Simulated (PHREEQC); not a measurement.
0.18 g of hydrous ferric oxide (600 m²/g; 0.2 weak and 0.005 strong sites per Fe, Dzombak-Morel constants, diffuse double layer) in 1 kg of water with 0.01 mol/kgw of an inert sodium salt and 0.00013 mol SrCl2 and 7.5e-07 mol ZnSO4, at 25 °C; the pH is set by adding NaOH or the inert anion's acid. Oxygen is held at 0.21 atm. No CO2 enters from the air. Nothing may precipitate in this run.

The series has 17 steps of pH, from 3 to 11.

All values are PHREEQC results (ion-association model, wateq4f.dat), not measurements.

Task: Near which pH is half of the Sr sorbed, and on which side is more sorbed?

Result: Near pH 9.4, with more sorbed at higher pH.

Task: Near which pH is half of the S sorbed, and on which side is more sorbed?

Result: Near pH 6.5, with more sorbed at lower pH.

Task: Near which pH is half of the Zn sorbed, and on which side is more sorbed?

Result: Near pH 6.1, with more sorbed at higher pH.

The oxide is taken as insoluble; below pH 4 it would dissolve.
